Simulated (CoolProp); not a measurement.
Saturation properties of chlorine (Tc = 416.9 K, pc = 76.42 bar, ω = 0.070).

Model: reference Helmholtz-energy equation of state, Thol 2021, in CoolProp.

| T (K) | p (bar) | liquid density (kg/m³) | vapour density (kg/m³) | enthalpy of vaporisation (kJ/kg) | liquid cp (kJ/(kg K)) |
|---|---|---|---|---|---|
| 232.7 | 0.7543 | 1581 | 2.825 | 290.6 | 0.9391 |
| 242.4 | 1.164 | 1555 | 4.220 | 285.1 | 0.9418 |
| 252.2 | 1.738 | 1528 | 6.115 | 279.4 | 0.9461 |
| 261.9 | 2.501 | 1500 | 8.572 | 273.4 | 0.9521 |
| 271.6 | 3.498 | 1472 | 11.72 | 267.1 | 0.9600 |
| 281.3 | 4.769 | 1444 | 15.67 | 260.5 | 0.9699 |
| 291 | 6.357 | 1415 | 20.56 | 253.4 | 0.9821 |
| 300.8 | 8.330 | 1384 | 26.61 | 245.8 | 0.9971 |
| 310.5 | 10.69 | 1354 | 33.86 | 237.8 | 1.015 |
| 320.2 | 13.50 | 1321 | 42.57 | 229.2 | 1.037 |
| 329.9 | 16.81 | 1288 | 52.98 | 219.9 | 1.063 |

It boils at 239.2 K under 1 atm.
